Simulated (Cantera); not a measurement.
# Thermodynamics of silicon oxide and oxynitride deposition, feed SiF4 + O2

A closed system holds: 1 mol SiF4, 14 mol O2, at 0.0130 bar.

Equilibrium computed with Cantera from the NASA thermochemical tables; the gas is ideal and each condensed phase is pure. Candidate condensed phases: Si, SiO2; 17 gas species. The tables' values for SiF3, SiO2 are old estimates; treat these amounts as uncertain. The tables hold silica as quartz up to 1696 K and as liquid above; real silica turns to tridymite and cristobalite and melts near 1996 K. The numbers say what is thermodynamically allowed, not how fast it happens.

```csv
T (K),x O2,x SiF4,x O,x F,x SiF3,x SiO,x SiO2,n SiO2(condensed)
873,0.933,0.0667,1.61e-11,7.50e-12,<1e-12,<1e-12,<1e-12,0
973,0.933,0.0667,5.73e-10,3.77e-11,<1e-12,<1e-12,<1e-12,0
1073,0.933,0.0667,1.05e-8,7.55e-10,3.77e-12,<1e-12,<1e-12,0
1173,0.933,0.0667,1.18e-7,9.10e-9,1.06e-10,<1e-12,<1e-12,0
1273,0.933,0.0667,9.11e-7,7.45e-8,1.77e-9,<1e-12,<1e-12,0
1373,0.933,0.0667,5.22e-6,4.50e-7,1.94e-8,<1e-12,2.03e-12,0
1473,0.933,0.0667,2.36e-5,2.13e-6,1.53e-7,<1e-12,6.89e-11,0
1573,0.933,0.0667,8.85e-5,8.32e-6,9.29e-7,4.29e-11,1.48e-9,0
1673,0.933,0.0666,0.000283,2.76e-5,4.52e-6,1.58e-9,2.19e-8,0
1773,0.933,0.0666,0.000795,8.07e-5,1.82e-5,3.74e-8,2.32e-7,0.000230
1873,0.931,0.0665,0.00200,0.000211,6.29e-5,6.22e-7,1.88e-6,0.000518
1973,0.928,0.0662,0.00458,0.000501,0.000191,7.71e-6,1.23e-5,0.000866
2073,0.923,0.0656,0.00968,0.00109,0.000516,7.44e-5,6.61e-5,0
```
x: gas mole fraction; n: condensed amount in mol.

From 873 K to 1673 K nothing is condensed. From 1773 K to 1973 K the condensed part is SiO2(condensed). At 2073 K nothing is condensed. The main Si-bearing gas is SiF4 throughout.
